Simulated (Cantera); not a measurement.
A perfectly stirred reactor is fed with 8.13 % CH4, 2.44 % C2H6, 0.244 % C3H8, 18.7 % O2, 70.5 % N2, equivalence ratio 1.4, at 6.12 atm; it is adiabatic with a 548 K inlet, and is followed from long to short residence time, starting on the burning branch (τ in s: 0.12, 0.045, 0.018, 0.007, 0.0027, 0.0011, 0.00042, 0.00016, 6.5e-05, 2.5e-05, 9.9e-06).

Cantera simulation using GRI-Mech 3.0 (53 species, 325 reactions); the numbers are that mechanism's predictions, not measurements.

Task: Predict: blow-out, bracketed by the residence times tried; x(CH4) at τ = 0.120 s; x(C2H6) at τ = 0.120 s; x(C3H8) at τ = 0.120 s; x(CH2O) at τ = 0.120 s; x(C2H4) at τ = 0.120 s; x(CH4) at τ = 1.10 ms; x(C2H6) at τ = 1.10 ms; x(C3H8) at τ = 1.10 ms; x(CH2O) at τ = 1.10 ms; x(C2H4) at τ = 1.10 ms.

Result: 
| Property | Result |
|---|---|
| blow-out, bracketed by the residence times tried | burning at 0.160 ms, out at 65.0 µs |
| x(CH4) at τ = 0.120 s | 5.92e-5 |
| x(C2H6) at τ = 0.120 s | 4.88e-8 |
| x(C3H8) at τ = 0.120 s | 4.05e-9 |
| x(CH2O) at τ = 0.120 s | 5.64e-7 |
| x(C2H4) at τ = 0.120 s | 1.57e-7 |
| x(CH4) at τ = 1.10 ms | 0.00133 |
| x(C2H6) at τ = 1.10 ms | 5.97e-6 |
| x(C3H8) at τ = 1.10 ms | 3.61e-7 |
| x(CH2O) at τ = 1.10 ms | 2.63e-5 |
| x(C2H4) at τ = 1.10 ms | 2.88e-5 |
